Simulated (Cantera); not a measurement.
Predominance diagram of Ta at 1625 K against the partial pressures of O₂ and CO (log10, bar). Standard-state values (1 bar) from the NASA 1993 polynomials, evaluated with Cantera. Candidates: Ta(s), TaC(s), Ta₂O₅(s). Only these pure phases compete in this equilibrium. TaC: taken at fixed stoichiometry. Not in the tables: Ta₂C.

Question: Which phase is stable at these pairs, and which metal-bearing vapour leads over it? (-9, -9); (-11.7, -8); (-10.8, -14); (-8.1, -2); (-16.3, -3); (-16.3, -9); (-7.2, -12)

Answer: 
```json
[
 {"log p(O₂)": "-9", "log p(CO)": "-9", "phase": "Ta₂O₅(s)", "chief vapour": "TaO₂", "log p (bar)": "-11.6"},
 {"log p(O₂)": "-11.7", "log p(CO)": "-8", "phase": "Ta₂O₅(s)", "chief vapour": "TaO₂", "log p (bar)": "-10.9"},
 {"log p(O₂)": "-10.8", "log p(CO)": "-14", "phase": "Ta₂O₅(s)", "chief vapour": "TaO₂", "log p (bar)": "-11.1"},
 {"log p(O₂)": "-8.1", "log p(CO)": "-2", "phase": "Ta₂O₅(s)", "chief vapour": "TaO₂", "log p (bar)": "-11.8"},
 {"log p(O₂)": "-16.3", "log p(CO)": "-3", "phase": "TaC(s)", "chief vapour": "TaO₂", "log p (bar)": "-9.9"},
 {"log p(O₂)": "-16.3", "log p(CO)": "-9", "phase": "Ta₂O₅(s)", "chief vapour": "TaO₂", "log p (bar)": "-9.8"},
 {"log p(O₂)": "-7.2", "log p(CO)": "-12", "phase": "Ta₂O₅(s)", "chief vapour": "TaO₂", "log p (bar)": "-12.0"}
]
```
